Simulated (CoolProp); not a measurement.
Values from CoolProp's reference Helmholtz-energy equation of state, Lemmon 2006. It is a short technical equation, of lower accuracy than the large ones.

Problem. For nitrous oxide, give the phase and the cp (kJ/(kg K)), cv (kJ/(kg K)), Joule-Thomson coefficient (K/MPa) at 339.5 K and 1.78 bar; 339.5 K and 4.05 bar.

Solution. 
- 339.5 K and 1.78 bar: gas; cp 0.924, cv 0.730, Joule-Thomson coefficient 8.10
- 339.5 K and 4.05 bar: gas; cp 0.934, cv 0.733, Joule-Thomson coefficient 8.11
